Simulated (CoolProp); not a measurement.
n-heptane at several states: density (kg/m³) from the reference equation and from simpler models built on Tc = 268.1 °C, pc = 2.774 MPa, ω = 0.349; each cubic takes its own stable root.

The numbers come from the reference Helmholtz-energy equation of state, Span 2003 in CoolProp. It is a short technical equation, of lower accuracy than the large ones.

```json
[
 {"T (°C)": "262.15", "p (MPa)": "0.0386", "phase": "gas", "reference": "0.8735"},
 {"T (°C)": "66.75", "p (MPa)": "0.125", "phase": "liquid", "reference": "643.4"},
 {"T (°C)": "108.75", "p (MPa)": "0.761", "phase": "liquid", "reference": "605.4"},
 {"T (°C)": "164.85", "p (MPa)": "0.806", "phase": "liquid", "reference": "544.9"}
]
```

Q: How far does each simpler model (van der Waals, Redlich-Kwong, Soave-Redlich-Kwong) lie from the reference over these 4 states: mean and median of the absolute difference, and the worst?

A: 
- van der Waals: mean 59.1 %, median 68.5 %, worst -99.3 % at 66.75 °C and 0.125 MPa
- Redlich-Kwong: mean 12.3 %, median 15.3 %, worst -18.5 % at 164.85 °C and 0.806 MPa
- Soave-Redlich-Kwong: mean 8.6 %, median 10.9 %, worst -12.7 % at 164.85 °C and 0.806 MPa

At some of these states van der Waals gives the other phase, because its saturation line lies elsewhere.
